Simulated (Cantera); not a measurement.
Mixture: 5.70 % CO, 0.194 % H₂, 4.27 % CH₄, 20.9 % O₂, 68.9 % N₂, equivalence ratio 0.55, at 563 Torr, adiabatic and at constant volume. Ignition delay is the time to a rise of 400 K.

Detailed kinetics in Cantera: GRI-Mech 3.0 (53 species, 325 reactions). Below about 1000 K GRI-Mech 3.0 lacks low-temperature oxidation paths. Below about 950 K walls govern HO2 and H2O2 in real vessels.

Task: Predict: delay at 873 K; delay at 948 K; delay at 1023 K; delay at 1098 K; delay at 1173 K; delay at 1248 K; apparent activation energy between 1098 and 1248 K.

Result: 
| Quantity | Value |
|---|---|
| delay at 873 K | 2.48 s |
| delay at 948 K | 0.679 s |
| delay at 1023 K | 0.236 s |
| delay at 1098 K | 79.7 ms |
| delay at 1173 K | 27.2 ms |
| delay at 1248 K | 9.88 ms |
| apparent activation energy between 1098 and 1248 K | 160 kJ/mol |
